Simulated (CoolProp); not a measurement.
Vapour-liquid equilibrium of toluene (1) + n-octane (2) at 0.06 MPa; x and y are mole fractions of (1).

The numbers come from the multi-fluid Helmholtz-energy mixture model, Lemmon 2006 and Beckmüller 2019; pair parameters Bell 2016 in CoolProp.

Task: Give the bubble temperature and the first vapour's composition at x = 0.05, 0.55, 0.95. Is there an azeotrope?

Result: x = 0.05: 106.2 °C, y = 0.093; x = 0.55: 96.5 °C, y = 0.655; x = 0.95: 93.3 °C, y = 0.957. No azeotrope shows between x = 0.05 and 0.95.

Pair parameters are fitted to limited data, so mixtures are less certain than the pure fluids.
